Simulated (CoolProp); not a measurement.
The numbers come from the reference Helmholtz-energy equation of state, Thol 2021 in CoolProp.

Question: Give the vapour pressure (kPa), liquid density (kg/m³), vapour density (kg/m³), enthalpy of vaporisation (kJ/kg) of saturated chlorine at 278 K.

Answer: 
```json
[
 {"T (K)": "278", "p (kPa)": "430", "liquid density (kg/m³)": "1450", "vapour density (kg/m³)": "14.2", "enthalpy of vaporisation (kJ/kg)": "263"}
]
```
